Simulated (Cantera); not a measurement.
A perfectly stirred reactor is fed with NH₃ : H₂ = 1 : 2.9 (molar parts), at 1.50 bar; it is held at 1850 K, and followed from long to short residence time.

Computed with Cantera and the gas-phase N/H chemistry of the illustrative SiF4/NH3 mechanism in the Surface Chemkin manual (1991). Walls and surfaces, which speed up NH3 decomposition in real reactors, are not modelled.

Q: Predict: x(NH₃) at τ = 1.20 s; x(H₂) at τ = 1.20 s; x(N) at τ = 1.20 s; x(H) at τ = 1.20 s; x(N₂H₂) at τ = 1.20 s; x(NH₃) at τ = 0.110 s; x(H₂) at τ = 0.110 s; x(N) at τ = 0.110 s; x(H) at τ = 0.110 s; x(N₂H₂) at τ = 0.110 s.

A: 
```
Quantity                  Result
----------------------  --------
x(NH₃) at τ = 1.20 s      0.0641
x(H₂) at τ = 1.20 s        0.859
x(N) at τ = 1.20 s       7.40e-8
x(H) at τ = 1.20 s      0.000330
x(N₂H₂) at τ = 1.20 s    4.63e-8
x(NH₃) at τ = 0.110 s      0.177
x(H₂) at τ = 0.110 s       0.791
x(N) at τ = 0.110 s      1.10e-7
x(H) at τ = 0.110 s     0.000249
x(N₂H₂) at τ = 0.110 s   2.27e-7
```
